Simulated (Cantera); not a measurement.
## Stirred combustor or abatement burner

A perfectly stirred reactor is fed with C3H8 : O2 : N2 = 1 : 6.58 : 24.7 (molar parts), equivalence ratio 0.76, at 4.93 atm; it is adiabatic with a 550 K inlet, and is followed from long to short residence time, starting on the burning branch (τ in s: 0.11, 0.045, 0.019, 0.0077, 0.0032, 0.0013, 0.00053, 0.00022, 9e-05, 3.7e-05, 1.5e-05).

Cantera simulation using GRI-Mech 3.0 (53 species, 325 reactions); the numbers are that mechanism's predictions, not measurements. GRI-Mech 3.0 was tuned for natural gas; its chemistry of propane as a main component is partial and can be far from experiment.

```
τ (s)    T (K)   x C3H8    x O2   x C2H2   x H2O2       x O
-------  -----  -------  ------  -------  -------  --------
0.11      2167  6.54e-8  0.0464  3.75e-7  1.80e-7  0.000223
0.045     2167  1.56e-7  0.0469  8.44e-7  1.85e-7  0.000241
0.019     2166  3.55e-7  0.0472  1.73e-6  1.94e-7  0.000275
0.0077    2160  8.12e-7  0.0475  3.29e-6  2.12e-7  0.000350
0.0032    2150  1.73e-6  0.0479  5.36e-6  2.49e-7  0.000495
0.0013    2131  3.60e-6  0.0486  7.96e-6  3.14e-7  0.000759
0.00053   2101  7.20e-6  0.0498  1.11e-5  4.15e-7   0.00118
0.00022   2058  1.42e-5  0.0517  1.55e-5  5.59e-7   0.00175
9.0e-5    1996  2.98e-5  0.0549  2.29e-5  7.72e-7   0.00240
3.7e-5    1901  7.39e-5  0.0611  4.21e-5  1.12e-6   0.00270
1.5e-5     550   0.0310   0.204   <1e-12   <1e-12    <1e-12
```
x: mole fraction; the columns are a selection and need not sum to one.
